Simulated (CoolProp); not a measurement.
Properties of chloromethane (R40) along the isotherm 226.85 °C (Tc = 145.5 °C, pc = 6929 kPa, ω = 0.150).

Computed with CoolProp (reference Helmholtz-energy equation of state, Thol 2014).

```json
[
 {"p (kPa)": "54.8", "phase": "gas", "density (kg/m³)": "0.6666", "cp (kJ/(kg K))": "1.095", "cv (kJ/(kg K))": "0.9293", "expansivity (1/kK)": "2.011", "fugacity coefficient": "0.9984"},
 {"p (kPa)": "104", "phase": "gas", "density (kg/m³)": "1.267", "cp (kJ/(kg K))": "1.097", "cv (kJ/(kg K))": "0.9297", "expansivity (1/kK)": "2.021", "fugacity coefficient": "0.9970"},
 {"p (kPa)": "197", "phase": "gas", "density (kg/m³)": "2.406", "cp (kJ/(kg K))": "1.100", "cv (kJ/(kg K))": "0.9306", "expansivity (1/kK)": "2.041", "fugacity coefficient": "0.9943"},
 {"p (kPa)": "373", "phase": "gas", "density (kg/m³)": "4.580", "cp (kJ/(kg K))": "1.106", "cv (kJ/(kg K))": "0.9323", "expansivity (1/kK)": "2.078", "fugacity coefficient": "0.9892"},
 {"p (kPa)": "707", "phase": "gas", "density (kg/m³)": "8.768", "cp (kJ/(kg K))": "1.118", "cv (kJ/(kg K))": "0.9356", "expansivity (1/kK)": "2.150", "fugacity coefficient": "0.9796"},
 {"p (kPa)": "1340", "phase": "gas", "density (kg/m³)": "16.94", "cp (kJ/(kg K))": "1.142", "cv (kJ/(kg K))": "0.9418", "expansivity (1/kK)": "2.297", "fugacity coefficient": "0.9615"},
 {"p (kPa)": "2540", "phase": "gas", "density (kg/m³)": "33.38", "cp (kJ/(kg K))": "1.193", "cv (kJ/(kg K))": "0.9537", "expansivity (1/kK)": "2.611", "fugacity coefficient": "0.9279"},
 {"p (kPa)": "4820", "phase": "gas", "density (kg/m³)": "68.66", "cp (kJ/(kg K))": "1.316", "cv (kJ/(kg K))": "0.9770", "expansivity (1/kK)": "3.380", "fugacity coefficient": "0.8661"},
 {"p (kPa)": "9140", "phase": "supercritical", "density (kg/m³)": "156.6", "cp (kJ/(kg K))": "1.709", "cv (kJ/(kg K))": "1.020", "expansivity (1/kK)": "5.817", "fugacity coefficient": "0.7566"},
 {"p (kPa)": "17300", "phase": "supercritical", "density (kg/m³)": "395.5", "cp (kJ/(kg K))": "2.414", "cv (kJ/(kg K))": "1.043", "expansivity (1/kK)": "8.344", "fugacity coefficient": "0.5890"}
]
```
